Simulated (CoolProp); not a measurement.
Saturation properties of water (Tc = 647.1 K, pc = 220.6 bar, ω = 0.344).

Computed with CoolProp (reference Helmholtz-energy equation of state, Wagner 2002).

```tsv
T (K)	p (bar)	liquid density (kg/m³)	vapour Z	surface tension (mN/m)	liquid viscosity (µPa s)	liquid conductivity (mW/(m K))
472.1	15.21	865.9	0.9072	37.7	135	661
479.9	17.87	856.7	0.8968	35.9	130	655
487.7	20.87	847.1	0.8857	34.1	125	650
495.5	24.26	837.2	0.8737	[?]	120	643
503.3	28.05	826.9	0.8610	30.5	116	636
511.1	32.28	816.2	0.8475	28.7	112	629
518.9	36.99	[?]	0.8330	26.8	108	621
526.7	42.20	793.6	0.8177	25.0	[?]	613
534.5	47.96	781.5	0.8013	23.2	101	[?]
542.3	54.30	768.9	0.7839	21.3	97.9	595
550.1	61.27	755.6	[?]	19.5	94.8	585
557.9	68.89	741.7	0.7457	17.7	91.7	575
565.7	77.22	727.0	0.7247	15.9	88.7	564
573.5	86.30	711.4	[?]	14.1	85.7	552
```

**Question.** Fill in the missing entries.

**Answer.** 
- 495.5, surface tension (mN/m): 32.3
- 518.9, liquid density (kg/m³): 805.1
- 526.7, liquid viscosity (µPa s): 105
- 534.5, liquid conductivity (mW/(m K)): 604
- 550.1, vapour Z: 0.7654
- 573.5, vapour Z: 0.7022

It boils at 373.1 K under 1 atm.

Viscosity comes from a separate model (Huber 2009). Thermal conductivity comes from a separate model (Huber 2012). Surface tension comes from a separate correlation (Mulero 2012).
